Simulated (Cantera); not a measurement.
Feed: 1 mol SiH₂Cl₂, a varied amount of H₂, at 1752 °C and 0.100 bar.

Method: chemical equilibrium by Gibbs-energy minimisation in Cantera with the NASA 1993 tables (ideal gas, pure condensed phases). Candidate condensed phases: Si; 19 gas species. Gases not in the tables: Si₂H₆ and higher silanes. Rates play no part.

### Question
What share of the Si ends up in condensed phases as a function of n(H₂) (mol), at 8.9, 11, 14, 17, 21, 26, 32, 40, 50, 62, 77, 95?

### Answer
| n(H₂) (mol) | Si condensed (%) | as |
|---|---|---|
| 8.9 | 60.5 | Si(l) |
| 11 | 63.7 | Si(l) |
| 14 | 67.2 | Si(l) |
| 17 | 70.0 | Si(l) |
| 21 | 72.8 | Si(l) |
| 26 | 75.3 | Si(l) |
| 32 | 77.6 | Si(l) |
| 40 | 79.6 | Si(l) |
| 50 | 81.2 | Si(l) |
| 62 | 82.2 | Si(l) |
| 77 | 82.8 | Si(l) |
| 95 | 82.8 | Si(l) |
